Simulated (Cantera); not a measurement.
Input: 1 mol Si₃N₄, 0.23 mol H₂O, held at 1227 °C.

Cantera equilibrium calculation (NASA polynomials, part measured and part estimated; ideal gas, pure solids and liquids). Candidate condensed phases: H₂O, Si, SiO₂, Si₂N₂O, Si₃N₄; 35 gas species. Mutual solubility and eutectic melting of coexisting phases are not modelled. Rates play no part.

At 0.0390 Torr, list the 5 most abundant gas species with their mole fractions, and the condensed phases.

N₂ 0.871, H₂ 0.111, SiO 0.0174, H 0.000812, Si 0.000202. Condensed: Si(s) + Si₂N₂O(s).
